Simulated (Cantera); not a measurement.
# SiCl₄ + HCl + H₂ (chlorosilane synthesis and conversion)

Input: 1 mol SiCl₄, 1 mol HCl, 2.5 mol H₂, equilibrated at 750 °C and 13300 Pa.

Cantera equilibrium calculation (NASA polynomials, part measured and part estimated; ideal gas, pure solids and liquids). Candidate condensed phases: Si; 19 gas species. The tables' values for SiCl₃ are old estimates; treat these amounts as uncertain. Rates play no part.

```yaml
x(H₂): 0.551
x(HCl): 0.227
x(SiCl₄): 0.217
x(SiHCl₃): 0.00446
x(SiCl₃): 0.000382
x(SiCl₂): 1.42e-5
x(SiH₂Cl₂): 1.01e-5
gas_amount: 4.501 mol
log10 activity of Si(s) (absent): -4.07
```
